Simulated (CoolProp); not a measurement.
Properties of R1336mzz(Z) along the isotherm 186.55 °C (Tc = 171.3 °C, pc = 2904 kPa, ω = 0.386).

The numbers come from the reference Helmholtz-energy equation of state, McLinden 2020 in CoolProp.

```csv
p (kPa),phase,cv (kJ/(kg K)),Joule-Thomson coefficient (K/MPa),fugacity coefficient
558,gas,1.039,9.325,0.9403
1120,gas,1.052,10.13,0.8814
1680,gas,1.069,11.17,0.8238
2230,gas,1.091,12.57,0.7678
2790,gas,1.123,14.58,0.7109
3350,supercritical,1.179,16.62,0.6526
3910,supercritical,1.185,9.026,0.5906
4470,supercritical,1.148,4.404,0.5357
5030,supercritical,1.132,2.913,0.4918
5580,supercritical,1.122,2.182,0.4568
6140,supercritical,1.116,1.729,0.4276
6700,supercritical,1.111,1.421,0.4032
7260,supercritical,1.108,1.196,0.3826
```
